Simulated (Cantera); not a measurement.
Feed: 1 mol SiO₂, 1.9 mol HBr, 46 mol N₂, at 0.200 bar.

Method: chemical equilibrium by Gibbs-energy minimisation in Cantera with the NASA 1993 tables (ideal gas, pure condensed phases). Candidate condensed phases: Br₂, H₂O, Si, SiO₂, Si₂N₂O, Si₃N₄; 45 gas species. The tables hold silica as quartz up to 1696 K and as liquid above; real silica turns to tridymite and cristobalite and melts near 1996 K. Kinetics and transport are ignored.

x: gas mole fraction; n: condensed amount in mol.

| T (K) | x N₂ | x HBr | x Br | x H₂ | x Br₂ | x H₂O | n SiO₂(β-quartz) |
|---|---|---|---|---|---|---|---|
| 925 | 0.960 | 0.0396 | 1.71e-5 | 2.06e-5 | 1.20e-5 | 4.30e-7 | 1.000 |
| 975 | 0.960 | 0.0396 | 3.68e-5 | 3.35e-5 | 1.51e-5 | 6.03e-7 | 1.000 |
| 1025 | 0.960 | 0.0396 | 7.23e-5 | 5.41e-5 | 1.79e-5 | 8.17e-7 | 1.000 |
| 1075 | 0.960 | 0.0395 | 0.000131 | 8.60e-5 | 2.03e-5 | 1.07e-6 | 1.000 |
| 1125 | 0.960 | 0.0394 | ? | ? | 2.21e-5 | ? | 1.000 |
| 1175 | 0.960 | 0.0392 | 0.000362 | 0.000205 | 2.36e-5 | 1.72e-6 | 1.000 |
| 1225 | 0.960 | 0.0390 | 0.000559 | 0.000304 | 2.47e-5 | 2.11e-6 | 1.000 |
| 1275 | 0.960 | 0.0388 | 0.000831 | 0.000441 | 2.55e-5 | 2.54e-6 | 1.000 |
| 1325 | 0.960 | 0.0384 | ? | ? | 2.61e-5 | ? | 1.000 |
| 1375 | 0.960 | 0.0379 | 0.00167 | 0.000860 | 2.64e-5 | 3.61e-6 | 1.000 |
| 1425 | 0.959 | 0.0373 | 0.00226 | 0.00116 | 2.65e-5 | 4.42e-6 | 1.000 |
| 1475 | 0.959 | 0.0365 | 0.00300 | 0.00153 | 2.64e-5 | 5.85e-6 | 1.000 |
| 1525 | 0.958 | 0.0356 | 0.00389 | 0.00197 | 2.61e-5 | 8.83e-6 | 1.000 |

Question: Fill in the missing entries.

Answer: 
- 1325, x Br: 0.00119
- 1325, x H₂: 0.000623
- 1325, x H₂O: 3.03e-6
- 1125, x Br: 0.000224
- 1125, x H₂: 0.000134
- 1125, x H₂O: 1.38e-6
